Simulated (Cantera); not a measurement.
Input (Python, Cantera):

```python
import numpy as np
import cantera as ct

gas = ct.Solution("gri30.yaml")
gas.TPX = 1125, 180000, {'N2O': 5.1, 'O2': 1.3}
reactor = ct.IdealGasConstPressureReactor(gas, energy="off", clone=False)
net = ct.ReactorNet([reactor])
net.rtol, net.atol = 1e-08, 1e-18
show = ['N2O', 'O2', 'NO', 'NO2', 'N2', 'O']
times = np.geomspace(0.0007, 40, 14)

steps = ct.SolutionArray(gas, extra=["t"])
rows = []
print(f"{'t/s':>10s}{'T/K':>9s}{'P/Pa':>11s}" + "".join(f"{s:>11s}" for s in show))
for t in times:
    while net.time < t:
        t_next = net.step()
        steps.append(gas.state, t=t_next)
    rows.append([np.interp(t, steps.t, y) for y in (steps.T, steps.P, *steps(*show).X.T)])
    print(f"{t:10.3e}{rows[-1][0]:9.1f}{rows[-1][1]:11.4g}" + "".join(f"{x:11.3e}" for x in rows[-1][2:]))
rate = np.gradient(steps.T, steps.t)
print("integrator steps:", len(steps.t))
if steps.T.max() > steps.T[0] + 200:
    print(f"time of steepest temperature rise: {steps.t[rate.argmax()]:.4e} s")
gas.TPX = 1125, 180000, {'N2O': 5.1, 'O2': 1.3}
gas.equilibrate("TP")
print(f"equilibrium (TP): T = {gas.T:.1f} K  " + "  ".join(f"{s} {gas[s].X[0]:.3e}" for s in show))
```

It prints:

```
       t/s      T/K       P/Pa        N2O         O2         NO        NO2         N2          O
 7.000e-04   1125.0    1.8e+05  7.967e-01  2.032e-01  9.237e-06  2.949e-09  1.164e-04  4.700e-07
 1.626e-03   1125.0    1.8e+05  7.965e-01  2.032e-01  2.153e-05  1.584e-08  2.709e-04  4.699e-07
 3.775e-03   1125.0    1.8e+05  7.960e-01  2.034e-01  5.002e-05  8.327e-08  6.293e-04  4.697e-07
 8.767e-03   1125.0    1.8e+05  7.948e-01  2.037e-01  1.159e-04  4.205e-07  1.460e-03  4.693e-07
 2.036e-02   1125.0    1.8e+05  7.920e-01  2.044e-01  2.673e-04  1.961e-06  3.383e-03  4.683e-07
 4.728e-02   1125.0    1.8e+05  7.855e-01  2.060e-01  6.125e-04  7.865e-06  7.804e-03  4.653e-07
 1.098e-01   1125.0    1.8e+05  7.709e-01  2.098e-01  1.388e-03  2.514e-05  1.784e-02  4.577e-07
 2.550e-01   1125.0    1.8e+05  7.388e-01  2.181e-01  3.070e-03  6.489e-05  3.998e-02  4.407e-07
 5.922e-01   1125.0    1.8e+05  6.723e-01  2.353e-01  6.441e-03  1.448e-04  8.583e-02  4.059e-07
 1.375e+00   1125.0    1.8e+05  5.507e-01  2.669e-01  1.219e-02  2.815e-04  1.699e-01  3.433e-07
 3.194e+00   1125.0    1.8e+05  3.713e-01  3.143e-01  1.945e-02  4.562e-04  2.945e-01  2.503e-07
 7.417e+00   1125.0    1.8e+05  1.791e-01  3.662e-01  2.497e-02  5.946e-04  4.291e-01  1.411e-07
 1.722e+01   1125.0    1.8e+05  4.776e-02  4.028e-01  2.644e-02  6.595e-04  5.223e-01  4.654e-08
 4.000e+01   1125.0    1.8e+05  3.553e-03  4.155e-01  2.598e-02  8.858e-04  5.541e-01  5.540e-09
integrator steps: 924
equilibrium (TP): T = 1125.0 K  N2O 1.092e-08  O2 4.301e-01  NO 1.299e-04  NO2 6.175e-06  N2 5.698e-01  O 2.271e-09
```

Cantera simulation using GRI-Mech 3.0 (53 species, 325 reactions); the numbers are that mechanism's predictions, not measurements. GRI-Mech 3.0 was tuned for natural gas; its chemistry of N2O as a main component is partial and can be far from experiment. The mechanism lacks the step 2 NO + O2 → 2 NO2, which can matter for NO2 below about 1400 K. The temperature is held fixed by assumption; the heat of reaction is taken as removed at once.
